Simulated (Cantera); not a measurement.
Feed: 1 mol Si(CH3)4, 0.0038 mol C3H8, 700 mol H2, at 1148 K and 0.133 bar.

Equilibrium computed with Cantera from the NASA thermochemical tables; the gas is ideal and each condensed phase is pure. Candidate condensed phases: C, C6H6, C7H8, C8H18, Si, SiC; 87 gas species. Equilibrium is a limit: real reactors are often held back by kinetics, nucleation or transport.

**Question.** What is the equilibrium state?

**Answer.** 
| Property | Value |
|---|---|
| x(H2) | 0.997 |
| x(CH4) | 0.00315 |
| n(C(graphite)) | 0.793 mol |
| n(SiC(s)) | 1.00 mol |
| gas amount | 703.8 mol |
| log10 activity of Si(s) (absent) | -2.92 |
